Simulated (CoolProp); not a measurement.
Vapour-liquid equilibrium of CHF3 (R23) (1) + C2F6 (R116) (2) at 2.01 bar; x and y are mole fractions of (1).

The numbers come from the multi-fluid Helmholtz-energy mixture model, Penoncello 2003 and Lemmon 2006; pair parameters Bell 2016 in CoolProp.

| x | bubble temperature (K) | y at the bubble point | dew temperature at overall composition x (K) | liquid density (mol/L) |
|---|---|---|---|---|
| 0.05 | 205.3 | 0.181 | 207.9 | 11.51 |
| 0.15 | 201.4 | 0.370 | 206.0 | 12.12 |
| 0.25 | 199.6 | 0.460 | 203.9 | (withheld) |
| 0.35 | 198.8 | (withheld) | 201.8 | 13.39 |
| 0.45 | 198.4 | 0.544 | 199.8 | 14.12 |
| 0.55 | 198.3 | 0.572 | 198.4 | 14.93 |
| 0.65 | 198.3 | 0.601 | 198.7 | 15.85 |
| 0.75 | 198.6 | 0.642 | (withheld) | (withheld) |
| 0.85 | 199.5 | 0.714 | 201.6 | 18.05 |
| 0.95 | 201.8 | 0.862 | 203.1 | 19.30 |

Complete the blanks.


- 0.25, liquid density (mol/L): 12.74
- 0.35, y at the bubble point: 0.511
- 0.75, dew temperature at overall composition x (K): 200.0
- 0.75, liquid density (mol/L): 16.89

y crosses x between x = 0.55 and 0.65: the model has an azeotrope there.

Pair parameters are fitted to limited data, so mixtures are less certain than the pure fluids.
